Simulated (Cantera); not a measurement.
A Cantera script and what it prints.

```python
import numpy as np
import cantera as ct

gas_names = """
    H H2 N NH NH2 NH3 N2 N2H2 N2H4 Si SiH SiH2 SiH3 SiH4 SiN Si2 Si2N Si3
""".split()
cond_names = """
    Si(cr) Si(L) Si3N4(a)
""".split()


# ... load() reads the species with a 1 bar reference pressure and builds the phases ...
atoms = {
    'SiH4': {'Si': 1, 'H': 4},
    'N2': {'N': 2},
}
top_T = {'Si3N4(a)': 2400}  # K; cautious upper limits of use, not melting points


# ... equilibrate(T, P, feed) seeds the gas with the atoms and calls Mixture.equilibrate('TP', solver="vcs", rtol=1e-11, max_steps=5000) ...
results = []
feed = {'SiH4': 1, 'N2': 22}  # mol
T = 1173.15  # K
P = 101325  # Pa
mix = equilibrate(T, P, feed)
results.append((T, P, feed, dict(zip(mix.species_names, mix.species_moles))))
print(gas.report(threshold=0.001))
for i in range(1, mix.n_phases):
    print(f"{mix.phase(i).name:16s} {mix.phase_moles(i):12.5e} mol")
```

It prints:

```
       temperature   1173.2 K
          pressure   1.0132e+05 Pa
           density   0.26786 kg/m^3
  mean mol. weight   25.786 kg/kmol
   phase of matter   gas

                          1 kg             1 kmol
                     ---------------   ---------------
          enthalpy        1.0507e+06        2.7093e+07  J
   internal energy        6.7244e+05        1.7339e+07  J
           entropy            8936.8        2.3044e+05  J/K
    Gibbs function       -9.4335e+06       -2.4325e+08  J
 heat capacity c_p            1291.5             33301  J/K
 heat capacity c_v            969.03             24987  J/K

                      mass frac. Y      mole frac. X     chem. pot. / RT
                     ---------------   ---------------   ---------------
                H2         0.0067008          0.085707           -20.361
                N2            0.9933           0.91429           -25.367
     [  +16 minor]        3.4903e-06        5.3168e-06

Si(cr)            0.00000e+00 mol
Si3N4(a)          3.33333e-01 mol
```

Cantera equilibrium calculation (NASA polynomials, part measured and part estimated; ideal gas, pure solids and liquids). N2 is the only nitrogen source here; it is nearly inert below about 1500 K, so the nitride shown seldom forms there in practice.
